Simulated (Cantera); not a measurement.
Feed: 1 mol Pb, 0.5 mol H2, equilibrated at 898.15 K and 0.0100 bar.

Method: chemical equilibrium by Gibbs-energy minimisation in Cantera with the NASA 1993 tables (ideal gas, pure condensed phases). Candidate condensed phases: Pb; 4 gas species. Rates play no part.

Problem. What is the equilibrium state?

Solution. 
* **x(H2)**: 1.000
* **x(Pb)**: 0.000130
* **n(Pb(l))**: 1.000 mol
* **gas amount**: 0.5001 mol
